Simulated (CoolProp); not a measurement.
Sulfur hexafluoride along the isotherm 325.1 K: fugacity coefficient from the reference equation and from simpler models built on Tc = 318.7 K, pc = 3755 kPa, ω = 0.210; each cubic takes its own stable root.

The numbers come from the reference Helmholtz-energy equation of state, Guder 2009 in CoolProp.

```tsv
p (kPa)	phase	reference	Redlich-Kwong	Soave-Redlich-Kwong
4170	supercritical	0.6556	0.6511	0.6553
8340	supercritical	0.4008	0.4077	0.4125
12500	supercritical	0.3163	0.3259	0.3301
16700	supercritical	0.2777	0.2884	0.2923
20900	supercritical	0.2587	0.2699	0.2738
25000	supercritical	0.2501	0.2617	0.2655
29200	supercritical	0.2476	0.2596	0.2634
33400	supercritical	0.2496	0.2618	0.2658
37500	supercritical	0.2549	0.2673	0.2715
```
